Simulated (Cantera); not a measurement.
A closed system holds: 1 mol SF6, 0.064 mol O2, 17 mol H2, at 4.13 Torr.

Method: chemical equilibrium by Gibbs-energy minimisation in Cantera with the NASA 1993 tables (ideal gas, pure condensed phases). Candidate condensed phases: H2O, H2SO4, S; 71 gas species. Ions and electrons are included (thermal ionisation). Equilibrium is a limit: real reactors are often held back by kinetics, nucleation or transport.

At 2500 K, list the 7 most abundant gas species with their mole fractions, and the condensed phases.

H2 0.469, HF 0.254, H 0.232, S 0.0299, SH 0.00600, H2O 0.00384, S2 0.00255. Condensed: gas only.
